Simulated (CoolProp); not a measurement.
Vapour-liquid equilibrium of hydrogen sulfide (1) + isobutane (2) at 277.1 K; x and y are mole fractions of (1).

The numbers come from the multi-fluid Helmholtz-energy mixture model, Lemmon 2006 and Bücker 2006; pair parameters Kunz 2012 in CoolProp.

| x | bubble pressure (MPa) | y at the bubble point | dew pressure at overall composition x (MPa) | liquid density (mol/L) |
|---|---|---|---|---|
| 0.05 | 0.2583 | 0.320 | 0.1892 | 10.24 |
| 0.125 | 0.3753 | 0.555 | 0.2044 | 10.76 |
| 0.2 | 0.4855 | 0.674 | 0.2223 | 11.33 |
| 0.275 | 0.5846 | 0.745 | 0.2435 | 11.95 |
| 0.35 | 0.6710 | 0.791 | 0.2690 | 12.62 |
| 0.425 | 0.7453 | 0.824 | 0.3003 | 13.36 |
| 0.5 | 0.8094 | 0.849 | 0.3396 | 14.19 |
| 0.575 | 0.8659 | 0.870 | 0.3905 | 15.12 |
| 0.65 | 0.9176 | 0.890 | 0.4586 | 16.18 |
| 0.725 | 0.9670 | 0.909 | 0.5536 | 17.41 |
| 0.8 | 1.016 | 0.929 | 0.6906 | 18.85 |
| 0.875 | 1.067 | 0.952 | 0.8784 | 20.55 |
| 0.95 | 1.121 | 0.979 | 1.064 | 22.59 |

No azeotrope shows between x = 0.05 and 0.95.

Pair parameters are fitted to limited data, so mixtures are less certain than the pure fluids.
